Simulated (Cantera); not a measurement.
Input (Python, Cantera):

```python
import numpy as np
import cantera as ct

gas = ct.Solution("gri30.yaml")
gas.TPX = 1225, 130000, {'CH2O': 0.0066, 'O2': 0.0037, 'N2': 1}
reactor = ct.IdealGasConstPressureReactor(gas, energy="off", clone=False)
net = ct.ReactorNet([reactor])
net.rtol, net.atol = 1e-08, 1e-18
show = ['CH2O', 'O2', 'N2O', 'CH3', 'H2', 'C2H', 'NO']
times = np.geomspace(1e-05, 1, 9)

steps = ct.SolutionArray(gas, extra=["t"])
rows = []
print(f"{'t/s':>10s}{'T/K':>9s}{'P/Pa':>11s}" + "".join(f"{s:>11s}" for s in show))
for t in times:
    while net.time < t:
        t_next = net.step()
        steps.append(gas.state, t=t_next)
    rows.append([np.interp(t, steps.t, y) for y in (steps.T, steps.P, *steps(*show).X.T)])
    print(f"{t:10.3e}{rows[-1][0]:9.1f}{rows[-1][1]:11.4g}" + "".join(f"{x:11.3e}" for x in rows[-1][2:]))
rate = np.gradient(steps.T, steps.t)
print("integrator steps:", len(steps.t))
if steps.T.max() > steps.T[0] + 200:
    print(f"time of steepest temperature rise: {steps.t[rate.argmax()]:.4e} s")
gas.TPX = 1225, 130000, {'CH2O': 0.0066, 'O2': 0.0037, 'N2': 1}
gas.equilibrate("TP")
print(f"equilibrium (TP): T = {gas.T:.1f} K  " + "  ".join(f"{s} {gas[s].X[0]:.3e}" for s in show))
```

It prints:

```
       t/s      T/K       P/Pa       CH2O         O2        N2O        CH3         H2        C2H         NO
 1.000e-05   1225.0    1.3e+05  6.533e-03  3.662e-03  3.894e-15  3.462e-16  4.214e-08  7.354e-35  2.381e-20
 4.217e-05   1225.0    1.3e+05  6.532e-03  3.662e-03  8.214e-14  8.255e-15  3.499e-07  3.029e-33  3.791e-19
 1.778e-04   1225.0    1.3e+05  6.528e-03  3.661e-03  1.810e-12  3.115e-13  3.664e-06  4.343e-31  6.463e-18
 7.499e-04   1225.0    1.3e+05  6.191e-03  3.588e-03  1.372e-10  2.956e-10  2.560e-04  3.420e-24  5.351e-15
 3.162e-03   1225.0    1.3e+05  5.672e-10  6.786e-04  4.071e-08  1.376e-11  1.149e-03  2.670e-21  2.849e-07
 1.334e-02   1225.0    1.3e+05  1.108e-10  5.692e-07  1.045e-09  1.739e-12  2.080e-03  5.994e-22  7.793e-07
 5.623e-02   1225.0    1.3e+05  2.683e-11  1.398e-08  2.549e-10  7.017e-13  2.373e-03  2.512e-22  7.604e-07
 2.371e-01   1225.0    1.3e+05  9.803e-12  5.993e-10  8.938e-10  3.030e-13  2.470e-03  6.451e-23  6.916e-07
 1.000e+00   1225.0    1.3e+05  6.060e-12  2.663e-11  2.289e-09  1.024e-13  2.510e-03  1.433e-23  5.239e-07
integrator steps: 2332
equilibrium (TP): T = 1225.0 K  CH2O 5.091e-12  O2 8.368e-16  N2O 1.475e-15  CH3 5.942e-16  H2 2.555e-03  C2H 1.388e-27  NO 1.675e-11
```

Computed with Cantera and GRI-Mech 3.0 (53 species, 325 reactions).
